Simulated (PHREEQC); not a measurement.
Make-up at 90 °C: 0.002 mol/kgw HF and 3.2e-05 mol/kgw KF. Closed to the air; pH follows from the charge balance.

All values are PHREEQC results (ion-association model, wateq4f.dat), not measurements.

Precipitation was switched off in this run.

Order these F species by the share of F that they hold, largest first: HF2-, F-, HF.

HF (73 %), F- (27 %), HF2- (0.33 %)

The pH is 3.30 and the ionic strength 0.000552 mol/kgw. At this temperature some constants are extrapolated from 25 °C, and those without enthalpy data are left unchanged.
